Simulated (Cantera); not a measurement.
Input: 1 mol SiO₂, 2 mol CH₄, 13 mol H₂, 19 mol CO, at 44.3 Torr.

Equilibrium computed with Cantera from the NASA thermochemical tables; the gas is ideal and each condensed phase is pure. Candidate condensed phases: C, C₆H₆, C₇H₈, C₈H₁₈, H₂O, Si, SiC, SiO₂; 123 gas species. Mutual solubility and eutectic melting of coexisting phases are not modelled. The tables hold silica as quartz up to 1696 K and as liquid above; real silica turns to tridymite and cristobalite and melts near 1996 K. Gases not in the tables: Si₂H₆ and higher silanes. Kinetics and transport are ignored.

**Question.** Which condensed phases are stable at each of these points (T (K)): 1150, 1350, 1550, 1750, 1950, 2150, 2350?

**Answer.** 
```
T (K)              condensed phases  Si condensed (%)
-----  ----------------------------  ----------------
1150   C(graphite) + SiO₂(β-quartz)             100.0
1350   C(graphite) + SiO₂(β-quartz)             100.0
1550        SiC(s) + SiO₂(β-quartz)              91.4
1750                         SiC(s)              50.0
1950                         SiC(s)              49.6
2150                         SiC(s)              47.0
2350                         SiC(s)              27.6
```

From 1150 K to 1350 K the condensed part is C(graphite) + SiO₂(β-quartz). At 1550 K the condensed part is SiC(s) + SiO₂(β-quartz). From 1750 K to 2350 K the condensed part is SiC(s).
